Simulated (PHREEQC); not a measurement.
Consider water at 25 °C with 0.0017 mol HF, 0.00011 mol (NH4)2SiF6, 7.3e-05 mol H3PO4 and 0.0021 mol HCl per kg of water. Closed to the air; pH follows from the charge balance.

Computed with PHREEQC (ion-association model, phreeqc.dat).

This is a speciation only: nothing precipitates in the calculation.

Predict the pH, ionic strength.

pH 2.62; ionic strength 0.00276 mol/kgw.

In which forms is F present?

HF 69 %, F- 21 %, SiF6-2 10 % of the F.

SiF6-2 is the database's only silicon fluoride.
